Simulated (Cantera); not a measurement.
A closed system holds: 1 mol KCl, 1.4 mol H2O, 13 mol H2, equilibrated at 100 Torr.

Cantera equilibrium calculation (NASA polynomials, part measured and part estimated; ideal gas, pure solids and liquids). Candidate condensed phases: H2O, K, KCl, KOH, KO2, K2O, K2O2; 22 gas species. The numbers say what is thermodynamically allowed, not how fast it happens. All values below are at 1302 °C.

Base state: H2 0.843, H2O 0.0907, KCl 0.0622, HCl 0.00161, K 0.00141, K2Cl2 0.000553, KOH 0.000198, H 0.000105 (mole fractions); condensed: gas only.

Question: What changes in the equilibrium state with this change: pressure from 100 Torr to 750 Torr?

Answer: 
```tsv
species	before	after
H2	0.843	0.846
H2O	0.0907	0.0909
KCl	0.0622	0.0571
K2Cl2	0.000553	0.00349
H	0.000105	3.82e-5
K	0.00141	0.000741
```
